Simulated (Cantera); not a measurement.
Feed: 1 mol SiH₄, a varied amount of O₃, 0.45 mol O₂, held at 1398.15 K and 0.133 bar.

Equilibrium computed with Cantera from the NASA thermochemical tables; the gas is ideal and each condensed phase is pure. Candidate condensed phases: H₂O, Si, SiO₂; 18 gas species. Mutual solubility and eutectic melting of coexisting phases are not modelled. The tables hold silica as quartz up to 1696 K and as liquid above; real silica turns to tridymite and cristobalite and melts near 1996 K. Gases not in the tables: Si(OH)₄. Equilibrium is a limit: real reactors are often held back by kinetics, nucleation or transport.

x: gas mole fraction; n: condensed amount in mol.

```json
[
 {"n(O₃) (mol)": "0.095", "x H₂": "0.999", "x H₂O": "1.02e-6", "x O₂": "<1e-12", "x SiO": "0.000529", "x OH": "<1e-12", "x H": "1.30e-5", "n Si(s)": "0.407", "n SiO₂(β-quartz)": "0.592"},
 {"n(O₃) (mol)": "0.15", "x H₂": "0.999", "x H₂O": "1.02e-6", "x O₂": "<1e-12", "x SiO": "0.000529", "x OH": "<1e-12", "x H": "1.30e-5", "n Si(s)": "0.324", "n SiO₂(β-quartz)": "0.674"},
 {"n(O₃) (mol)": "0.24", "x H₂": "0.999", "x H₂O": "1.02e-6", "x O₂": "<1e-12", "x SiO": "0.000529", "x OH": "<1e-12", "x H": "1.30e-5", "n Si(s)": "0.189", "n SiO₂(β-quartz)": "0.809"},
 {"n(O₃) (mol)": "0.38", "x H₂": "0.980", "x H₂O": "0.0200", "x O₂": "<1e-12", "x SiO": "…", "x OH": "5.18e-9", "x H": "1.29e-5", "n Si(s)": "0", "n SiO₂(β-quartz)": "1.00"},
 {"n(O₃) (mol)": "0.61", "x H₂": "0.635", "x H₂O": "0.365", "x O₂": "<1e-12", "x SiO": "…", "x OH": "1.17e-7", "x H": "1.03e-5", "n Si(s)": "0", "n SiO₂(β-quartz)": "1.00"},
 {"n(O₃) (mol)": "0.97", "x H₂": "0.0950", "x H₂O": "0.905", "x O₂": "1.31e-10", "x SiO": "…", "x OH": "7.52e-7", "x H": "4.00e-6", "n Si(s)": "0", "n SiO₂(β-quartz)": "1.00"},
 {"n(O₃) (mol)": "1.5", "x H₂": "1.75e-6", "x H₂O": "0.741", "x O₂": "0.259", "x SiO": "<1e-12", "x OH": "0.000143", "x H": "1.72e-8", "n Si(s)": "0", "n SiO₂(β-quartz)": "1.00"}
]
```

Some entries are withheld; supply them.


- 0.38, x SiO: 2.65e-8
- 0.61, x SiO: 9.42e-10
- 0.97, x SiO: 5.69e-11
